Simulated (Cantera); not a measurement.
Cantera run:

```python
import numpy as np
import cantera as ct

gas_names = """
    C CH CH2 CH3 CH2OH CH3O CH4 CH3OH CO CO2 COOH C2 C2H CHCO,ketyl C2H2,acetylene C2H2,vinylidene
    CH2CO,ketene C2H3,vinyl CH3CO,acetyl C2H4 C2H4O,ethylen CH3CHO,ethanal CH3COOH (HCOOH)2 C2H5 C2H6
    CH3OCH3 C2H5OH C2O C3 C3H3,propargyl C3H4,allene C3H4,propyne C3H4,cyclo- C3H5,allyl C3H6,propylene
    C3H6,cyclo- C3H6O C3H7,n-propyl C3H7,i-propyl C3H8 C3H8O,1propanol C3H8O,2propanol C3O2 C4 C4H2
    C4H4,1,3-cyclo- C4H6,butadiene C4H6,2-butyne C4H6,cyclo- C4H8,1-butene C4H8,cis2-buten
    C4H8,tr2-butene C4H8,isobutene C4H8,cyclo- (CH3COOH)2 C4H9,n-butyl C4H9,i-butyl C4H9,s-butyl
    C4H9,t-butyl C4H10,isobutane C4H10,n-butane C5 C5H6,1,3cyclo- C5H8,cyclo- C5H10,1-pentene
    C5H10,cyclo- C5H11,pentyl C5H11,t-pentyl C5H12,n-pentane C5H12,i-pentane CH3C(CH3)2CH3 C6H2
    C6H5,phenyl C6H5O,phenoxy C6H6 C6H5OH,phenol C6H10,cyclo- C6H12,1-hexene C6H12,cyclo- C6H13,n-hexyl
    C7H7,benzyl C7H8 C7H8O,cresol C7H14,1-heptene C7H15,n-heptyl C7H16,n-heptane C8H8,styrene
    C8H10,ethylbenz C8H16,1-octene C8H17,n-octyl C8H18,isooctane C8H18,n-octane C9H19,n-nonyl
    C10H8,naphthale C10H21,n-decyl C12H9,o-bipheny C12H10,bipheny H HCO HO2 H2 HCHO,formaldehy HCOOH H2O
    H2O2 Mg MgH MgO MgOH MgO2H2 Mg2 O OH O2 O3
""".split()
cond_names = """
    C(gr) C6H6(L) C7H8(L) C8H18(L),n-octa H2O(s) H2O(L) Mg(cr) Mg(L) MgCO3(s) MgO(s) MgO(L) MgO2H2(s)
""".split()


def load(file, names, dense=False):
    # The tables refer to 1 bar. Condensed volumes are neglected.
    table = {s.name: s for s in ct.Species.list_from_file(file)}
    out = []
    for n in names:
        d = dict(table[n].input_data)
        d["thermo"] = dict(d["thermo"], **{"reference-pressure": 1e5})
        if dense:
            d["equation-of-state"] = {"model": "constant-volume", "density": "1e6 g/cm^3"}
        out.append(ct.Species.from_dict(d))
    return out


gas = ct.Solution(thermo="ideal-gas", species=load("nasa_gas.yaml", gas_names))
cond = {s.name: ct.Solution(thermo="fixed-stoichiometry", species=[s], name=s.name)
        for s in load("nasa_condensed.yaml", cond_names, dense=True)}
atoms = {
    'MgO': {'Mg': 1, 'O': 1},
    'CH4': {'C': 1, 'H': 4},
    'H2': {'H': 2},
    'CO': {'C': 1, 'O': 1},
}
top_T = {'C(gr)': 4500}  # K; cautious upper limits of use, not melting points


def equilibrate(T, P, feed):
    n = {}
    for name, mol in feed.items():
        for a, k in atoms[name].items():
            n[a] = n.get(a, 0.0) + k * mol
    gas.TPX = T, P, n
    mass = sum(n.values()) * gas.mean_molecular_weight
    gas.equilibrate("TP")
    valid = [c for c in cond.values() if c.min_temp <= T <= top_T.get(c.name, c.max_temp)]
    mix = ct.Mixture([(gas, mass / gas.mean_molecular_weight)] + [(c, 0.0) for c in valid])
    mix.T, mix.P = T, P
    mix.equilibrate("TP", solver="vcs", rtol=1e-11, max_steps=5000)
    return mix


results = []
feed = {'MgO': 1, 'CH4': 1.1, 'H2': 1.8, 'CO': 5.3}  # mol
T = 1698.15  # K
P = 100000  # Pa
mix = equilibrate(T, P, feed)
results.append((T, P, feed, dict(zip(mix.species_names, mix.species_moles))))
print(gas.report(threshold=0.0001))
for i in range(1, mix.n_phases):
    print(f"{mix.phase(i).name:16s} {mix.phase_moles(i):12.5e} mol")
```

Output:

```
       temperature   1698.2 K
          pressure   1e+05 Pa
           density   0.11929 kg/m^3
  mean mol. weight   16.843 kg/kmol
   phase of matter   gas

                          1 kg             1 kmol
                     ---------------   ---------------
          enthalpy        -1.094e+06       -1.8426e+07  J
   internal energy       -1.9323e+06       -3.2545e+07  J
           entropy             13568        2.2853e+05  J/K
    Gibbs function       -2.4135e+07        -4.065e+08  J
 heat capacity c_p            2053.6             34587  J/K
 heat capacity c_v            1559.9             26273  J/K

                      mass frac. Y      mole frac. X     chem. pot. / RT
                     ---------------   ---------------   ---------------
               CH4        0.00019367        0.00020332           -42.063
                CO           0.94763           0.56982           -35.549
                H2          0.051392           0.42935           -19.817
               H2O        0.00012758        0.00011928           -52.938
                Mg        0.00047614        0.00032995           -17.765
     [ +111 minor]        0.00018135        0.00017681

C(gr)             1.09596e+00 mol
Mg(L)             0.00000e+00 mol
MgO(s)            9.96905e-01 mol
```

Equilibrium computed with Cantera from the NASA thermochemical tables; the gas is ideal and each condensed phase is pure.
